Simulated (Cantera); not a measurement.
Input: 1 mol FeS2, 2800 mol H2, 0.068 mol H2O, at 850 K and 0.000210 bar.

Equilibrium computed with Cantera from the NASA thermochemical tables; the gas is ideal and each condensed phase is pure. Candidate condensed phases: Fe, FeO, Fe(OH)2, Fe(OH)3, FeS, FeSO4, FeS2, Fe2O3, Fe2(SO4)3, Fe3O4, H2O, H2SO4, S; 22 gas species. FeS: taken at fixed stoichiometry. Equilibrium is a limit: real reactors are often held back by kinetics, nucleation or transport.

Base state: H2 1.000, H2S 0.000357, H2O 2.43e-5 (mole fractions); condensed: FeS(s).

Task: What changes in the equilibrium state with this change: FeS2 replaced by CuO?

Result: 
| species | before | after |
|---|---|---|
| H2 | 1.000 | 1.000 |
| H2O | 2.43e-5 | 0.000381 |
| H2S | 0.000357 | 0 |
| FeS(s), mol | 1.00 | 0 |
| Cu(s), mol | 0 | 1.00 |
Further candidate phases: Cu, CuO, Cu(OH)2, Cu2O.

Task: What changes in the equilibrium state with this change: FeS2 replaced by Fe3O4?

Result: 
```csv
species,before,after
H2,1.000,0.999
H2O,2.43e-5,0.00145
H2S,0.000357,0
"FeS(s), mol",1.00,0
"Fe(α), mol",0,3.00
```
